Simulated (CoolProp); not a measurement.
c-C4F8 (RC318) at 293.15 K and 10.3 MPa flows at 1.3 m/s in a round tube of 4.6 mm bore and 1.5 µm roughness, fully developed (64/Re and Nu = 3.66 if laminar; Colebrook and Gnielinski if turbulent). Each further row changes one setting.

Computed with CoolProp (reference Helmholtz-energy equation of state, Platzer 1990). This equation is an older, rougher fit; its heat capacities, sound speeds and derivatives of the liquid may be far off and weren't checked against measurements.

```tsv
case	Reynolds number	Darcy friction factor	pressure drop (Pa/m)	heat-transfer coefficient (W/(m² K))	mass flow (kg/h)
as stated	19300	0.0268	7740	2300	122
velocity 2.6 m/s	38600	___	26700	4290	245
diameter 9.2 mm	38600	___	___	2110	489
```

Q: What belongs in the gaps?

A: 
- velocity 2.6 m/s, Darcy friction factor: 0.0231
- diameter 9.2 mm, Darcy friction factor: 0.0226
- diameter 9.2 mm, pressure drop (Pa/m): 3270

Viscosity comes from a separate model (Huber 2003), an estimate that may be off by 10 % or more. Thermal conductivity comes from a separate model (Huber 2003), an estimate that may be off by 10 % or more.
